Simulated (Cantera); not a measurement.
A perfectly stirred reactor is fed with CH4 : H2O = 1 : 4.2 (molar parts), at 5.72 atm; it is held at 2125 K, and followed from long to short residence time.

Model: GRI-Mech 3.0 (53 species, 325 reactions), integrated in Cantera.

Problem. What does this change do: CH4 1 to 4.9 parts?

Solution. 
```
quantity                 before     after
---------------------  --------  --------
x(CH4) at τ = 12.0 s    8.38e-6   0.00377
x(H2O) at τ = 12.0 s      0.422  0.000348
x(HO2) at τ = 12.0 s   2.22e-10    <1e-12
x(CH2) at τ = 12.0 s    1.11e-9   3.13e-7
x(H2) at τ = 12.0 s       0.438     0.746
x(CH4) at τ = 0.150 s  0.000651   0.00693
x(H2O) at τ = 0.150 s     0.423    0.0168
x(HO2) at τ = 0.150 s  2.16e-10    <1e-12
x(CH2) at τ = 0.150 s   8.53e-8   6.22e-7
x(H2) at τ = 0.150 s      0.437     0.731
```

Problem. What does this change do: pressure from 5.72 atm to 0.444 atm?

Solution. 
```json
[
 {"quantity": "x(CH4) at τ = 12.0 s", "before": "8.38e-6", "after": "9.32e-6"},
 {"quantity": "x(H2O) at τ = 12.0 s", "before": "0.422", "after": "0.421"},
 {"quantity": "x(HO2) at τ = 12.0 s", "before": "2.22e-10", "after": "7.81e-10"},
 {"quantity": "x(CH2) at τ = 12.0 s", "before": "1.11e-9", "after": "1.48e-8"},
 {"quantity": "x(H2) at τ = 12.0 s", "before": "0.438", "after": "0.437"},
 {"quantity": "x(CH4) at τ = 0.150 s", "before": "0.000651", "after": "0.000897"},
 {"quantity": "x(H2O) at τ = 0.150 s", "before": "0.423", "after": "0.423"},
 {"quantity": "x(HO2) at τ = 0.150 s", "before": "2.16e-10", "after": "6.07e-10"},
 {"quantity": "x(CH2) at τ = 0.150 s", "before": "8.53e-8", "after": "1.15e-6"},
 {"quantity": "x(H2) at τ = 0.150 s", "before": "0.437", "after": "0.434"}
]
```
